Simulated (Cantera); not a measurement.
An isothermal, constant-pressure homogeneous reactor starts with CO : O2 : H2O : N2 = 0.0021 : 0.013 : 0.00095 : 1 (molar parts), equivalence ratio 0.081, at 1123 K and 3.06 atm.

Detailed kinetics in Cantera: GRI-Mech 3.0 (53 species, 325 reactions).

x: mole fraction; the columns are a selection and need not sum to one.

| t (s) | x CO | x O2 | x H2O | x HO2 | x NO |
|---|---|---|---|---|---|
| 4.00e-6 | 0.00207 | 0.0128 | 0.000935 | <1e-12 | <1e-12 |
| 2.51e-5 | 0.00207 | 0.0128 | 0.000935 | <1e-12 | <1e-12 |
| 0.000157 | 0.00207 | 0.0128 | 0.000935 | 2.69e-12 | <1e-12 |
| 0.000986 | 0.00207 | 0.0128 | 0.000935 | 2.25e-10 | <1e-12 |
| 0.00619 | 0.00207 | 0.0128 | 0.000935 | 1.38e-8 | <1e-12 |
| 0.0388 | 0.00196 | 0.0127 | 0.000933 | 1.59e-6 | 5.10e-11 |
| 0.243 | ___ | 0.0123 | 0.000933 | 1.23e-6 | 3.66e-9 |
| 1.53 | ___ | 0.0118 | 0.000936 | 2.42e-7 | 2.01e-8 |
| 9.57 | ___ | 0.0118 | 0.000936 | 5.85e-10 | 4.36e-8 |
| 60.0 | 2.77e-11 | 0.0118 | 0.000936 | 8.01e-11 | 4.47e-8 |

Problem. Complete the blanks.

Solution. 
- 0.243, x CO: 0.00108
- 1.53, x CO: 7.00e-5
- 9.57, x CO: 8.41e-9
